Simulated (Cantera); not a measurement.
A perfectly stirred reactor is fed with CH4 : O2 : N2 : H2 = 1 : 4.26 : 16 : 1.5 (molar parts), equivalence ratio 0.65, at 500000 Pa; it is adiabatic with a 525 K inlet, and is followed from long to short residence time, starting on the burning branch (τ in s: 0.065, 0.026, 0.011, 0.0043, 0.0017, 0.00071, 0.00029, 0.00012, 4.7e-05, 1.9e-05, 7.6e-06, 3.1e-06).

Computed with Cantera and GRI-Mech 3.0 (53 species, 325 reactions).

x: mole fraction; the columns are a selection and need not sum to one.

```tsv
τ (s)	T (K)	x CH4	x O2	x NO2	x HO2	x CH2O	x CO
0.065	1976	2.41e-6	0.0683	?	2.32e-6	2.79e-7	0.000138
0.026	1975	5.35e-6	0.0683	?	2.64e-6	6.33e-7	0.000207
0.011	1972	1.05e-5	0.0683	?	3.31e-6	1.29e-6	0.000338
0.0043	1967	2.05e-5	0.0684	?	4.85e-6	2.63e-6	0.000613
0.0017	1958	3.82e-5	0.0686	?	7.90e-6	5.13e-6	0.00113
0.00071	1944	6.80e-5	0.0690	?	1.32e-5	9.44e-6	0.00199
0.00029	1920	0.000124	0.0698	?	2.30e-5	1.75e-5	0.00354
0.00012	1881	0.000236	0.0713	?	3.99e-5	3.22e-5	0.00616
4.7e-5	1814	0.000523	0.0748	?	7.23e-5	6.51e-5	0.0110
1.9e-5	1685	0.00177	0.0846	?	0.000150	0.000171	0.0201
7.6e-6	525	0.0439	0.187	<1e-12	<1e-12	<1e-12	<1e-12
3.1e-6	525	0.0439	0.187	<1e-12	<1e-12	<1e-12	<1e-12
```

**Question.** What belongs in the gaps?

**Answer.** 
- 0.065, x NO2: 3.35e-7
- 0.026, x NO2: 1.90e-7
- 0.011, x NO2: 1.36e-7
- 0.0043, x NO2: 1.12e-7
- 0.0017, x NO2: 9.86e-8
- 0.00071, x NO2: 8.26e-8
- 0.00029, x NO2: 6.30e-8
- 0.00012, x NO2: 4.56e-8
- 4.7e-5, x NO2: 3.02e-8
- 1.9e-5, x NO2: 1.35e-8
